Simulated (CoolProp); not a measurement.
Vapour-liquid equilibrium of R125 (1) + R152A (2) at 200.3 K; x and y are mole fractions of (1).

The numbers come from the multi-fluid Helmholtz-energy mixture model, Lemmon 2005 and Outcalt 1996; pair parameters Bell 2016 in CoolProp.

| x | bubble pressure (bar) | y at the bubble point | dew pressure at overall composition x (bar) | liquid density (mol/L) |
|---|---|---|---|---|
| 0.05 | 0.07244 | 0.182 | 0.06474 | 16.57 |
| 0.2 | 0.09962 | 0.493 | 0.07359 | 15.98 |
| 0.35 | 0.1249 | 0.667 | 0.08508 | 15.43 |
| 0.5 | 0.1509 | 0.787 | 0.1005 | 14.91 |
| 0.65 | 0.1790 | 0.876 | 0.1220 | 14.42 |
| 0.8 | 0.2093 | 0.943 | 0.1544 | 13.94 |
| 0.95 | 0.2406 | 0.989 | 0.2136 | 13.48 |

No azeotrope shows between x = 0.05 and 0.95.

Pair parameters are fitted to limited data, so mixtures are less certain than the pure fluids. The gap from Raoult's law changes sign with composition, which may be real or a fault of the pair parameters; it wasn't checked against measurements.
